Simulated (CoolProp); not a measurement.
Propane at 253.98 K and 0.0474 MPa is throttled through a valve to 0.0207 MPa with no heat exchange. Each further row changes one setting.

Values from CoolProp's reference Helmholtz-energy equation of state, Lemmon 2009.

```json
[
 {"case": "as stated", "temperature change (K)": "-0.7", "final density (kg/m³)": "0.436"},
 {"case": "outlet pressure 0.00621 MPa", "temperature change (K)": "-1.1", "final density (kg/m³)": "0.130"},
 {"case": "outlet pressure 0.0269 MPa", "temperature change (K)": "-0.6", "final density (kg/m³)": "0.567"}
]
```
